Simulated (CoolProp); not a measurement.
A single-stage vapour-compression cycle with R114: evaporating at 327.15 K (dew point), condensing at 363.15 K (bubble point), superheat 8 K, subcooling 8 K, compressor efficiency 0.65, no pressure losses. Each further row changes one setting.

Computed with CoolProp (reference Helmholtz-energy equation of state, Platzer 1990). This equation is an older, rougher fit; its heat capacities, sound speeds and derivatives of the liquid may be far off and weren't checked against measurements.

```csv
case,cooling COP,pressure ratio,discharge temperature (K),refrigerating effect (kJ/kg),volumetric capacity (kJ/m³)
as stated,5.05,2.33,369.1,91.7,3160
evaporating temperature 332.15 K,?,2.05,369.4,94.6,?
condensing temperature 358.15 K,6.09,2.09,364.5,?,3360
subcooling 13 K,5.35,2.33,369.1,97.3,3360
superheat 18 K,?,2.33,379.0,?,3290
compressor efficiency 0.55,4.27,2.33,?,91.7,3160
```

Q: Some entries are withheld; supply them.

A: 
- evaporating temperature 332.15 K, cooling COP: 6.13
- evaporating temperature 332.15 K, volumetric capacity (kJ/m³): 3710
- condensing temperature 358.15 K, refrigerating effect (kJ/kg): 97.2
- superheat 18 K, cooling COP: 5.21
- superheat 18 K, refrigerating effect (kJ/kg): 99.5
- compressor efficiency 0.55, discharge temperature (K): 372.8
